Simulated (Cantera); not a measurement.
An adiabatic, constant-pressure homogeneous reactor starts with C3H8 : O2 : N2 = 1 : 9.26 : 34.8 (molar parts), equivalence ratio 0.54, at 1150 K and 5.00 bar. Integrator tolerance rtol = 1e-08.

Computed with Cantera and GRI-Mech 3.0 (53 species, 325 reactions). GRI-Mech 3.0 was tuned for natural gas; its chemistry of propane as a main component is partial and can be far from experiment.

Problem. What does this change do: pressure from 5.00 bar to 4.60 bar?

Solution. 
| quantity | before | after |
|---|---|---|
| time of steepest temperature rise | 6.35 ms | 6.74 ms |
| temperature at 0.700 s | 2268 K | 2267 K |
| equilibrium temperature | 2268 K | 2267 K |
| x(C3H8) at 0.700 s | <1e-12 (gas-phase equilibrium <1e-12) | <1e-12 (gas-phase equilibrium <1e-12) |
| x(O2) at 0.700 s | 0.0872 (gas-phase equilibrium 0.0872) | 0.0872 (gas-phase equilibrium 0.0872) |
| x(H2O2) at 0.700 s | 2.28e-7 (gas-phase equilibrium 2.28e-7) | 2.18e-7 (gas-phase equilibrium 2.18e-7) |
| x(NO2) at 0.700 s | 1.55e-5 (gas-phase equilibrium 1.55e-5) | 1.48e-5 (gas-phase equilibrium 1.48e-5) |
| x(C2H) at 0.700 s | <1e-12 (gas-phase equilibrium <1e-12) | <1e-12 (gas-phase equilibrium <1e-12) |
| x(CH3) at 0.700 s | <1e-12 (gas-phase equilibrium <1e-12) | <1e-12 (gas-phase equilibrium <1e-12) |
| x(CH4) at 0.700 s | <1e-12 (gas-phase equilibrium <1e-12) | <1e-12 (gas-phase equilibrium <1e-12) |
